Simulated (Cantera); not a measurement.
Charge: 1 mol HMDSO, 28 mol NO, 6.9 mol N₂, at 950 K and 10.0 mbar.

Equilibrium computed with Cantera from the NASA thermochemical tables; the gas is ideal and each condensed phase is pure. Candidate condensed phases: C, C₆H₆, C₇H₈, C₈H₁₈, H₂O, Si, SiC, SiO₂, Si₂N₂O, Si₃N₄; 151 gas species. The feed counts by its element totals alone. Kinetics and transport are ignored.

Problem. What is the equilibrium state?

Solution. 
```json
{
 "x(N₂)": "0.551",
 "x(H₂O)": "0.237",
 "x(CO₂)": "0.158",
 "x(O₂)": "0.0528",
 "x(NO)": "7.35e-6",
 "n(SiO₂(β-quartz))": "2.00 mol",
 "gas_amount": "37.90 mol",
 "log10 activity of C(graphite) (absent)": "-21.28",
 "log10 activity of Si(s) (absent)": "-37.35"
}
```
